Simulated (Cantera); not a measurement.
Feed: 1 mol Pb, 0.011 mol O₂, 32 mol N₂, equilibrated at 1550 K and 75.0 Torr.

These are equilibrium values from Cantera (NASA tables, ideal gas, pure condensed phases), not measurements of a reactor. Candidate condensed phases: Pb, PbO, PbO₂, Pb₃O₄; 12 gas species. Rates play no part.

Base state: N₂ 0.970, Pb 0.0296, PbO 0.000664 (mole fractions); condensed: gas only.

**Question.** What changes in the equilibrium state with this change: O₂ from 0.011 to 0.13 mol?

**Answer.** 
| species | before | after |
|---|---|---|
| N₂ | 0.970 | 0.970 |
| Pb | 0.0296 | 0.0226 |
| PbO | 0.000664 | 0.00774 |
| O₂ | 2.37e-7 | 5.54e-5 |
| NO | 1.83e-6 | 2.79e-5 |
Gases not in the tables: (PbO)n polymers.
